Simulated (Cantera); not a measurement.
Cantera run:

```python
import numpy as np
import cantera as ct

gas_names = """
    H HO2 H2 H2O H2O2 O OH O2 O3 Zr ZrO ZrO2
""".split()
cond_names = """
    H2O(s) H2O(L) Zr(a) Zr(b) Zr(L) ZrO2(a) ZrO2(b) ZrO2(L)
""".split()


# ... load() reads the species with a 1 bar reference pressure and builds the phases ...
atoms = {
    'Zr': {'Zr': 1},
    'H2O': {'H': 2, 'O': 1},
}
top_T = {}  # K; cautious upper limits of use, not melting points


# ... equilibrate(T, P, feed) seeds the gas with the atoms and calls Mixture.equilibrate('TP', solver="vcs", rtol=1e-11, max_steps=5000) ...
results = []
feed = {'Zr': 1, 'H2O': 0.49}  # mol
P = 80000  # Pa
for T in [1298, 1348, 1398, 1448, 1498, 1548, 1598, 1648, 1698]:
    mix = equilibrate(T, P, feed)
    results.append((T, P, feed, dict(zip(mix.species_names, mix.species_moles))))

top = {s: max(r[3][s] / sum(r[3][g] for g in gas_names) for r in results) for s in gas_names}
cols = sorted((s for s in top if top[s] > 0.001), key=lambda s: -top[s])[:7]
seen = [c for c in cond_names if any(r[3].get(c, 0) > 1e-12 for r in results)]
print("log10 of partial pressures in bar; condensed amounts in mol")
print(f"{'T/K':>10s}" + "".join(f"{s[:9]:>10s}" for s in cols + seen))
for T, P, feed, n in results:
    ng = sum(n[g] for g in gas_names)
    print(f"{T:10.4g}" + "".join(f"{np.log10(max(n[s] / ng * P / 1e5, 1e-99)):10.3f}" for s in cols)
          + "".join(f"{n.get(c, 0):10.4g}" for c in seen))
```

Output:

```
log10 of partial pressures in bar; condensed amounts in mol
       T/K        H2     Zr(b)   ZrO2(a)   ZrO2(b)
      1298    -0.097     0.755     0.245         0
      1348    -0.097     0.755     0.245         0
      1398    -0.097     0.755     0.245         0
      1448    -0.097     0.755     0.245         0
      1498    -0.097     0.755         0     0.245
      1548    -0.097     0.755         0     0.245
      1598    -0.097     0.755         0     0.245
      1648    -0.097     0.755         0     0.245
      1698    -0.097     0.755         0     0.245
```

Equilibrium computed with Cantera from the NASA thermochemical tables; the gas is ideal and each condensed phase is pure. Mutual solubility and eutectic melting of coexisting phases are not modelled. Condensed phases not in the tables: N, O or C dissolved in the metal.
